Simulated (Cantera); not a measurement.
Feed: 1 mol CHF3, 0.15 mol F2, 0.57 mol H2, at 10.0 mbar.

Method: chemical equilibrium by Gibbs-energy minimisation in Cantera with the NASA 1993 tables (ideal gas, pure condensed phases). Candidate condensed phases: C, C6H6, C7H8, C8H18; 95 gas species. Gases not in the tables: C2F6 and larger saturated fluorocarbons. Kinetics and transport are ignored.

Problem. Which condensed phases are stable at each of these points (T (K)): 2023, 2123, 2223, 2323, 2423, 2523, 2623, 2723, 2823, 2923, 3023, 3123, 3223?

Solution. 
| T (K) | condensed phases | C condensed (%) |
|---|---|---|
| 2023 | C(graphite) | 67.4 |
| 2123 | C(graphite) | 64.9 |
| 2223 | C(graphite) | 63.8 |
| 2323 | C(graphite) | 66.7 |
| 2423 | C(graphite) | 72.7 |
| 2523 | C(graphite) | 78.9 |
| 2623 | C(graphite) | 83.4 |
| 2723 | C(graphite) | 85.1 |
| 2823 | C(graphite) | 82.6 |
| 2923 | C(graphite) | 70.9 |
| 3023 | C(graphite) | 34.7 |
| 3123 | gas only | 0.0 |
| 3223 | gas only | 0.0 |

From 2023 K to 3023 K the condensed part is C(graphite). From 3123 K to 3223 K nothing is condensed.
